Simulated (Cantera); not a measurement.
An adiabatic, constant-volume homogeneous reactor starts with CH4 : O2 : N2 = 1 : 1.67 : 6.27 (molar parts), at 1748 K and 15800 Torr. Integrator tolerance rtol = 1e-08.

Model: GRI-Mech 3.0 (53 species, 325 reactions), integrated in Cantera. The pressure lies above the range GRI-Mech 3.0 was tuned for (to about 10 atm). Above 3000 K some thermodynamic fits are extrapolated.

Q: What does this change do: initial temperature 1748 to 1075 K?

A: 
```tsv
quantity	before	after
time of steepest temperature rise	12.5 µs	11.3 ms
temperature at 1.00 s	3302 K	3016 K
equilibrium temperature	3302 K	3016 K
x(CH4) at 1.00 s	8.39e-12 (gas-phase equilibrium 1.00e-11)	1.14e-11 (gas-phase equilibrium 1.32e-11)
x(O2) at 1.00 s	0.00645 (gas-phase equilibrium 0.00645)	0.00178 (gas-phase equilibrium 0.00178)
x(NO) at 1.00 s	0.0106 (gas-phase equilibrium 0.0106)	0.00414 (gas-phase equilibrium 0.00414)
x(C2H6) at 1.00 s	<1e-12 (gas-phase equilibrium <1e-12)	<1e-12 (gas-phase equilibrium <1e-12)
x(HCN) at 1.00 s	1.90e-7 (gas-phase equilibrium 1.90e-7)	1.32e-7 (gas-phase equilibrium 1.32e-7)
```
